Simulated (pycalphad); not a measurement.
An equivalent pycalphad script:

```python
from pycalphad import Database, equilibrium, calculate, variables as v
import numpy as np
db = Database('COST507.tdb')
comps = ['TI', 'B', 'VA']
phases = ['B2M', 'B2TI', 'B4M3', 'B4TI3', 'BCC_A2', 'BETA_RHOMBO_B', 'BM', 'BTI', 'HCP_A3', 'LIQUID']
eq = equilibrium(db, comps, phases, {v.X('B'): 0.0353, v.T: np.arange(2850, 499, -75), v.P: 101325, v.N: 1}, output=['HM', 'SM'])
```

All values are pycalphad results on the COST 507 light-alloy database (1999) (1 atm), not direct measurements. The data set is of 1999 and partly superseded. Amounts are mole fractions of atoms. Diffusion is slow at the low end, where real alloys seldom reach equilibrium.

Results at three of the temperatures:

```
T = 2625.00 K, P = 101325 Pa, N = 1 mol of atoms
G = -196648 J/mol, H = 97552 J/mol, S = 112.08 J/(mol K)  (SER reference)
chemical potentials (J/mol): Ti -193131, B -292739
phase             fraction      x(Ti)       x(B)
LIQUID              1.0000     0.9647     0.0353
```

```
T = 2175.00 K, P = 101325 Pa, N = 1 mol of atoms
G = -148089 J/mol, H = 76958 J/mol, S = 103.47 J/(mol K)  (SER reference)
chemical potentials (J/mol): Ti -144480, B -246707
phase             fraction      x(Ti)       x(B)
LIQUID              1.0000     0.9647     0.0353
```

```
T = 1575.00 K, P = 101325 Pa, N = 1 mol of atoms
G = -92185 J/mol, H = 36581 J/mol, S = 81.76 J/(mol K)  (SER reference)
chemical potentials (J/mol): Ti -88427, B -194886
phase             fraction      x(Ti)       x(B)
BCC_A2              0.9330     0.9981     0.0019
BM                  0.0670     0.5000     0.5000
```

Changes of the phase set, refined by bisection:

| T (K) | phases above | phases below |
|---|---|---|
| 1868.9 | liquid | bcc + liquid |
| 1814.1 | bcc + liquid | bcc + BM |
| 1156.1 | bcc + BM | BM + hcp |

Database names, with the compositions (at.%) that they take in these runs: BM: Ti 50 B 50. BCC_A2 is bcc.
